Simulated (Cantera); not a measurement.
Input: 1 mol Fe2O3, 1.8 mol Cl2, at 10.0 Torr.

Method: chemical equilibrium by Gibbs-energy minimisation in Cantera with the NASA 1993 tables (ideal gas, pure condensed phases). Candidate condensed phases: Fe, FeCl2, FeCl3, FeO, Fe2O3, Fe3O4; 13 gas species. Rates play no part.

At 1123 K, list the 4 most abundant gas species with their mole fractions, and the condensed phases.

Cl2 0.657, FeCl3 0.161, O2 0.141, FeCl2 0.0263. Condensed: Fe2O3(s).
